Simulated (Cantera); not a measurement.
**Aluminium and copper etching: Cu + F2 + N2**

Feed: 1 mol Cu, 5.3 mol F2, a varied amount of N2, equilibrated at 650 K and 13.3 mbar.

Method: chemical equilibrium by Gibbs-energy minimisation in Cantera with the NASA 1993 tables (ideal gas, pure condensed phases). Candidate condensed phases: Cu, CuF2; 11 gas species. Rates play no part.

```csv
n(N2) (mol),x F2,x NF3,x F,x N2,x NF2,n CuF2(s)
0.18,0.909,0.0872,0.00406,1.55e-5,1.83e-9,1.00
0.26,0.868,0.128,0.00396,3.85e-5,2.76e-9,1.00
0.34,0.825,0.171,0.00387,7.98e-5,3.78e-9,1.00
0.42,0.780,0.216,0.00376,0.000150,4.89e-9,1.00
0.5,0.734,0.262,0.00365,0.000265,6.13e-9,1.00
0.58,0.686,0.310,0.00353,0.000455,7.50e-9,1.00
0.66,0.636,0.360,0.00339,0.000769,9.04e-9,1.00
0.74,0.584,0.411,0.00325,0.00130,1.08e-8,1.00
0.82,0.531,0.464,0.00310,0.00220,1.28e-8,1.00
```
x: gas mole fraction; n: condensed amount in mol.

From 0.18 mol N2 to 0.82 mol N2 the condensed part is CuF2(s).
